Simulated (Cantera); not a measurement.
A perfectly stirred reactor is fed with NO : N2 = 1 : 0.8 (molar parts), at 1.00 atm; it is held at 1775 K, and followed from long to short residence time.

Cantera simulation using GRI-Mech 3.0 (53 species, 325 reactions); the numbers are that mechanism's predictions, not measurements.

x: mole fraction; the columns are a selection and need not sum to one.

| τ (s) | x NO | x NO2 | x N2 | x O | x N2O |
|---|---|---|---|---|---|
| 0.64 | 0.493 | 0.000536 | 0.476 | [?] | 9.88e-5 |
| 0.30 | 0.523 | 0.000436 | 0.461 | [?] | 0.000112 |
| 0.14 | 0.539 | 0.000354 | 0.452 | [?] | 0.000118 |
| 0.066 | 0.548 | 0.000298 | 0.448 | [?] | 0.000120 |
| 0.031 | 0.552 | 0.000260 | 0.446 | [?] | 0.000118 |
| 0.014 | 0.554 | 0.000229 | 0.445 | [?] | 0.000110 |
| 0.0067 | 0.555 | 0.000194 | 0.445 | [?] | 9.61e-5 |

### Question
What belongs in the gaps?

### Answer

- 0.64, x O: 1.86e-5
- 0.30, x O: 1.45e-5
- 0.14, x O: 1.16e-5
- 0.066, x O: 9.77e-6
- 0.031, x O: 8.60e-6
- 0.014, x O: 7.64e-6
- 0.0067, x O: 6.65e-6
